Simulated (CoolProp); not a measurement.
Vapour-liquid equilibrium of methanol (1) + acetone (2) at 1.01 MPa; x and y are mole fractions of (1).

Values from CoolProp's multi-fluid Helmholtz-energy mixture model, de Reuck 1993 and Lemmon 2006; pair parameters Bell 2016.

```
x     bubble temperature, mixture model (K)  bubble temperature, Raoult's law (K)  y, mixture model  y, Raoult's law
----  -------------------------------------  ------------------------------------  ----------------  ---------------
0.05                                  415.5                                 416.5             0.070            0.059
0.15                                  413.2                                 415.7             0.195            0.172
0.25                                  411.4                                 414.9             0.302            0.282
0.35                                  410.1                                 414.1             0.399            0.387
0.45                                  409.1                                 413.4             0.488            0.489
0.55                                  408.6                                 412.7             0.572            0.587
0.65                                  408.3                                 412.1             0.655            0.683
0.75                                  408.4                                 411.5             0.741            0.777
0.85                                  408.8                                 410.9             0.834            0.867
0.95                                  409.6                                 410.4             0.940            0.956
```

The largest gap from Raoult's law is -4.3 K in bubble temperature, at x = 0.45. y crosses x between x = 0.65 and 0.75: the model has an azeotrope there.

Pair parameters are fitted to limited data, so mixtures are less certain than the pure fluids.
